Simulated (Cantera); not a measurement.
A closed system holds: 1 mol Al, 1.6 mol HCl, 130 mol N2.

These are equilibrium values from Cantera (NASA tables, ideal gas, pure condensed phases), not measurements of a reactor. Candidate condensed phases: Al, AlCl3, AlN, NH4Cl; 20 gas species. The tables' values for AlCl2 are old estimates. Kinetics and transport are ignored.

Stable condensed phases, one row left out:

```
T in °C \ P in Pa
             10     46    220   1000   4600  22000 100000
   1225       A      A      A      B      B      B      B
   1075       A      B      B      B      B      B      B
   1000       B      B      B      B      B      B      B
    925       B      B      B      B      B      B      B
    850       B      B      B      B      B      B      B
    775       B      B      B      B      B      B      B
    700       B      B      B      B      B      B      B
    625       B      B      B      B      B      B      B
```

A: gas only; B: AlN.

**Question.** Give the row for 1150 °C.

**Answer.** 10: gas only; 46: gas only; 220: AlN; 1000: AlN; 4600: AlN; 22000: AlN; 100000: AlN.
